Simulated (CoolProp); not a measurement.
500 sccm (0 °C, 1 atm) of nitrogen bubbles through liquid dimethyl carbonate at 294.3 K and leaves saturated at a total pressure of 0.15 MPa (ideal gas phase). Each further row changes one setting.

Computed with CoolProp (reference Helmholtz-energy equation of state, Zhou 2011).

| case | vapour pressure (kPa) | mole fraction of vapour | delivery (mg/min) | delivery (sccm) | change of delivery for a bath 1 K warmer (%) |
|---|---|---|---|---|---|
| as stated | 5.94 | ___ | ___ | 20.6 | 5.7 |
| bath temperature 299.3 K | 7.70 | 0.0514 | 109 | ___ | 5.5 |
| total pressure 0.3 MPa | 5.94 | 0.0198 | 40.6 | 10.1 | 5.5 |

What belongs in the gaps?


- as stated, mole fraction of vapour: 0.0396
- as stated, delivery (mg/min): 82.9
- bath temperature 299.3 K, delivery (sccm): 27.1
